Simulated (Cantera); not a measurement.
A closed system holds: 1 mol SiH4, 1.3 mol H2, held at 13.3 mbar.

These are equilibrium values from Cantera (NASA tables, ideal gas, pure condensed phases), not measurements of a reactor. Candidate condensed phases: Si; 9 gas species. Gases not in the tables: Si2H6 and higher silanes. The numbers say what is thermodynamically allowed, not how fast it happens.

x: gas mole fraction; n: condensed amount in mol.

| T (°C) | x H2 | x H | x Si | x SiH | x Si2 | x SiH2 | x Si3 | n Si(s) | n Si(l) |
|---|---|---|---|---|---|---|---|---|---|
| 1150 | 1.000 | 5.75e-5 | 1.15e-7 | (withheld) | 8.20e-11 | 5.26e-7 | 1.26e-11 | 1.000 | 0 |
| 1225 | 1.000 | 0.000149 | 7.53e-7 | (withheld) | 9.49e-10 | 1.46e-6 | 1.71e-10 | 1.000 | 0 |
| 1300 | 1.000 | 0.000352 | 4.12e-6 | (withheld) | 8.66e-9 | 3.67e-6 | 1.81e-9 | 1.000 | 0 |
| 1375 | 0.999 | 0.000771 | 1.93e-5 | (withheld) | 6.44e-8 | 8.47e-6 | 1.53e-8 | 1.000 | 0 |
| 1450 | 0.998 | 0.00158 | 7.38e-5 | (withheld) | 3.49e-7 | 1.70e-5 | 8.68e-8 | 0 | 1.000 |
| 1525 | 0.997 | 0.00304 | 0.000231 | (withheld) | 1.39e-6 | 2.94e-5 | 3.31e-7 | 0 | 0.999 |
| 1600 | 0.994 | 0.00557 | 0.000661 | (withheld) | 4.94e-6 | 4.87e-5 | 1.13e-6 | 0 | 0.997 |
| 1675 | 0.988 | 0.00973 | 0.00174 | (withheld) | 1.59e-5 | 7.74e-5 | 3.49e-6 | 0 | 0.993 |
| 1750 | 0.979 | 0.0163 | 0.00427 | (withheld) | 4.67e-5 | 0.000118 | 9.91e-6 | 0 | 0.984 |
| 1825 | 0.963 | 0.0262 | 0.00980 | (withheld) | 0.000127 | 0.000174 | 2.60e-5 | 0 | 0.963 |
| 1900 | 0.937 | 0.0404 | 0.0212 | (withheld) | 0.000322 | 0.000246 | 6.36e-5 | 0 | 0.919 |
| 1975 | 0.893 | 0.0601 | 0.0436 | (withheld) | 0.000766 | 0.000332 | 0.000146 | 0 | 0.829 |

Task: Complete the blanks.

Result: 
- 1150, x SiH: 5.93e-8
- 1225, x SiH: 2.81e-7
- 1300, x SiH: 1.15e-6
- 1375, x SiH: 4.10e-6
- 1450, x SiH: 1.22e-5
- 1525, x SiH: 3.06e-5
- 1600, x SiH: 7.09e-5
- 1675, x SiH: 0.000154
- 1750, x SiH: 0.000314
- 1825, x SiH: 0.000605
- 1900, x SiH: 0.00111
- 1975, x SiH: 0.00192
